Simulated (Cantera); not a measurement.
Charge: 1 mol Al(CH₃)₃, 0.38 mol H₂O, 6.7 mol N₂, equilibrated at 1923.15 K and 10.0 Torr.

Cantera equilibrium calculation (NASA polynomials, part measured and part estimated; ideal gas, pure solids and liquids). The feed counts by its element totals alone. Rates play no part.

```json
[
 {"species": "N₂", "before": "0.536", "after": "0.569"},
 {"species": "H₂", "before": "0.417", "after": "0.423"},
 {"species": "CH₄", "before": "1.22e-6", "after": "0.00764"},
 {"species": "CO", "before": "0.0329", "after": "1.70e-9"},
 {"species": "Al", "before": "0.00400", "after": "<1e-9"},
 {"species": "H", "before": "0.00527", "after": "<1e-9"},
 {"species": "HCN", "before": "0.00508", "after": "1.20e-8"},
 {"species": "HNC", "before": "0.000250", "after": "<1e-9"},
 {"species": "C₂H₂ (acetylene)", "before": "0.000188", "after": "<1e-9"},
 {"species": "AlH", "before": "9.92e-5", "after": "<1e-9"},
 {"species": "NH₃", "before": "6.03e-8", "after": "1.42e-5"},
 {"species": "AlN(s), mol", "before": "0.953", "after": "0.747"},
 {"species": "C(graphite), mol", "before": "2.55", "after": "2.92"},
 {"species": "Al₂O₃(s), mol", "before": "0", "after": "0.127"}
]
```
Gas species are given as mole fractions.

Question: Name the change that produced these shifts.
(A) temperature from 1923.15 K to 1273.15 K
(B) pressure from 10.0 Torr to 3.30 Torr
(C) temperature from 1923.15 K to 750 K
(D) temperature from 1923.15 K to 2123 K

Answer: C, temperature from 1923.15 K to 750 K
